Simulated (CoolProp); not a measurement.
The fluid at 446.96 K and 0.133 MPa is throttled through a valve to 0.0376 MPa with no heat exchange. The same conditions are run with several fluids, on thermodynamics alone (safety and materials aside).

The numbers come from the reference Helmholtz-energy equation of state of each fluid (hexamethyldisiloxane (MM): Thol 2016; m-xylene: Zhou 2012; dimethyl carbonate: Zhou 2011; benzene: Thol 2012; normal hydrogen: Leachman 2009) in CoolProp.

Task: Rank hexamethyldisiloxane (MM), m-xylene, dimethyl carbonate, benzene, normal hydrogen by temperature change (K), highest first.

Result: normal hydrogen (+0.0), dimethyl carbonate (-1.2), hexamethyldisiloxane (MM) (-1.3), benzene (-1.4), m-xylene (-2.2)

```csv
fluid,final density (kg/m³)
hexamethyldisiloxane (MM),1.67
m-xylene,1.09
dimethyl carbonate,0.919
benzene,0.797
normal hydrogen,0.0204
```
